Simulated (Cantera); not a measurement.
An adiabatic, constant-volume homogeneous reactor starts with 19.0 % H₂, 16.9 % O₂, 63.7 % N₂, 0.247 % NO, 0.121 % H₂O, at 1475 K and 450000 Pa.

Cantera simulation using GRI-Mech 3.0 (53 species, 325 reactions); the numbers are that mechanism's predictions, not measurements. The hydrogen kinetics of GRI-Mech 3.0 are dated; newer H2 mechanisms differ, most at raised pressure.

Task: Predict: time of steepest temperature rise; temperature at 0.300 s; equilibrium temperature; x(H₂) at 0.300 s; x(O₂) at 0.300 s; x(NO) at 0.300 s; x(HO₂) at 0.300 s; x(H₂O₂) at 0.300 s; x(H₂O) at 0.300 s.

Result: 
```
Quantity                                                             Value
---------------------------------  ---------------------------------------
time of steepest temperature rise                                  3.41 µs
temperature at 0.300 s                                              2823 K
equilibrium temperature                                             2823 K
x(H₂) at 0.300 s                   0.00619 (gas-phase equilibrium 0.00619)
x(O₂) at 0.300 s                     0.0679 (gas-phase equilibrium 0.0679)
x(NO) at 0.300 s                     0.0202 (gas-phase equilibrium 0.0202)
x(HO₂) at 0.300 s                  2.98e-5 (gas-phase equilibrium 2.98e-5)
x(H₂O₂) at 0.300 s                 1.81e-6 (gas-phase equilibrium 1.81e-6)
x(H₂O) at 0.300 s                      0.190 (gas-phase equilibrium 0.190)
```
